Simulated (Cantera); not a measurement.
Charge: 1 mol TiC, 0.007 mol C, 0.27 mol H₂.

Equilibrium computed with Cantera from the NASA thermochemical tables; the gas is ideal and each condensed phase is pure. Candidate condensed phases: C, C₆H₆, C₇H₈, C₈H₁₈, Ti, TiC; 77 gas species. TiC: taken at fixed stoichiometry. Kinetics and transport are ignored.

What condenses at these points (T in K, P in Pa): (2800, 140000); (2600, 1); (1800, 140000); (2800, 1000000); (1900, 1); (2200, 2700)?


```tsv
T (K)	P in Pa	condensed phases	Ti condensed (%)
2800	140000	TiC	100.0
2600	1	gas only	0.0
1800	140000	C + TiC	100.0
2800	1000000	TiC	100.0
1900	1	C + TiC	100.0
2200	2700	C + TiC	100.0
```
